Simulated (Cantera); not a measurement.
Equilibrium for iron carbonyl, mercury and lead vapours: PbO + H2

Feed: 1 mol PbO, 0.47 mol H2, equilibrated at 120000 Pa.

Method: chemical equilibrium by Gibbs-energy minimisation in Cantera with the NASA 1993 tables (ideal gas, pure condensed phases). Candidate condensed phases: H2O, Pb, PbO, PbO2, Pb3O4; 12 gas species. Each liquid is taken as pure. Mutual solubility and eutectic melting of coexisting phases are not modelled. Gases not in the tables: (PbO)n polymers. Equilibrium is a limit: real reactors are often held back by kinetics, nucleation or transport.

From 500 K to 575 K the condensed part is Pb(s) + PbO(red). From 650 K to 725 K the condensed part is Pb(l) + PbO(red). From 800 K to 1100 K the condensed part is Pb(l) + PbO(yellow). From 1175 K to 1400 K the condensed part is Pb(l) + PbO(l).

| T (K) | x H2O | x Pb | x PbO | x H2 | x OH | n Pb(s) | n PbO(red) | n Pb(l) | n PbO(yellow) | n PbO(l) |
|---|---|---|---|---|---|---|---|---|---|---|
| 500 | 1.000 | <1e-12 | <1e-12 | 6.28e-6 | <1e-12 | 0.470 | 0.530 | 0 | 0 | 0 |
| 575 | 1.000 | <1e-12 | <1e-12 | 1.45e-5 | <1e-12 | 0.470 | 0.530 | 0 | 0 | 0 |
| 650 | 1.000 | 7.80e-11 | <1e-12 | 2.64e-5 | <1e-12 | 0 | 0.530 | 0.470 | 0 | 0 |
| 725 | 1.000 | 2.81e-9 | <1e-12 | 4.22e-5 | <1e-12 | 0 | 0.530 | 0.470 | 0 | 0 |
| 800 | 1.000 | 5.12e-8 | 5.83e-11 | 6.31e-5 | <1e-12 | 0 | 0 | 0.470 | 0.530 | 0 |
| 875 | 1.000 | 5.62e-7 | 2.15e-9 | 8.97e-5 | 3.55e-12 | 0 | 0 | 0.470 | 0.530 | 0 |
| 950 | 1.000 | 4.19e-6 | 4.40e-8 | 0.000122 | 6.77e-11 | 0 | 0 | 0.470 | 0.530 | 0 |
| 1025 | 1.000 | 2.32e-5 | 5.71e-7 | 0.000161 | 8.37e-10 | 0 | 0 | 0.470 | 0.530 | 0 |
| 1100 | 1.000 | 0.000101 | 5.16e-6 | 0.000206 | 7.33e-9 | 0 | 0 | 0.470 | 0.530 | 0 |
| 1175 | 0.999 | 0.000363 | 3.36e-5 | 0.000268 | 4.76e-8 | 0 | 0 | 0.470 | 0 | 0.530 |
| 1250 | 0.998 | 0.00111 | 0.000152 | 0.000386 | 2.31e-7 | 0 | 0 | 0.469 | 0 | 0.530 |
| 1325 | 0.996 | 0.00300 | 0.000575 | 0.000538 | 9.35e-7 | 0 | 0 | 0.468 | 0 | 0.530 |
| 1400 | 0.990 | 0.00726 | 0.00187 | 0.000726 | 3.24e-6 | 0 | 0 | 0.466 | 0 | 0.529 |
x: gas mole fraction; n: condensed amount in mol.
